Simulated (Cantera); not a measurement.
## Premixed flame

A freely propagating, adiabatic, planar premixed flame of CO : H2 : CH4 : O2 : N2 = 1 : 0.32 : 0.32 : 1.13 : 4.23 (molar parts), unburnt at 698 K and 0.700 bar; mixture-averaged transport, grid criteria slope 0.08 and curve 0.16, no radiation.

Model: GRI-Mech 3.0 (53 species, 325 reactions), integrated in Cantera. Burning velocities carry a grid error of a few per cent, more on coarse grids.

```tsv
z (mm)	T (K)	u (m/s)	x CO	x H2	x CH4	x CH2CO	x H2O	x NO
-1.23	698	3.51	0.143	0.0457	0.0457	<1e-8	3.12e-8	<1e-8
-0.823	698	3.51	0.143	0.0456	0.0457	<1e-8	1.36e-6	<1e-8
-0.617	698	3.51	0.143	0.0455	0.0457	<1e-8	1.58e-5	<1e-8
-0.411	703	3.53	0.143	0.0448	0.0457	2.08e-8	0.000353	<1e-8
-0.206	822	4.13	0.143	0.0423	0.0428	9.07e-7	0.00935	3.06e-8
-0.103	1110	5.60	0.145	0.0395	0.0313	5.22e-6	0.0341	2.31e-7
0	1531	7.76	0.150	0.0328	0.00910	1.49e-5	0.0763	1.13e-6
0.103	1730	8.77	0.139	0.0223	0.000682	2.66e-6	0.101	3.01e-6
0.206	1794	9.04	0.122	0.0177	2.35e-5	8.12e-8	0.105	5.22e-6
0.411	1869	9.33	0.101	0.0178	4.07e-8	<1e-8	0.103	9.70e-6
0.823	1959	9.68	0.0891	0.0185	<1e-8	<1e-8	0.102	1.79e-5
1.65	2063	10.1	0.0855	0.0176	<1e-8	<1e-8	0.107	3.17e-5
3.29	2181	10.6	0.0820	0.0157	<1e-8	<1e-8	0.113	5.70e-5
```
x: mole fraction of selected species; z is measured from the peak of heat release.

```
Property                     Value
------------------------  --------
laminar burning velocity  351 cm/s
thermal thickness         0.411 mm
peak x(CH2CO)              1.51e-5
grid points                    170
```
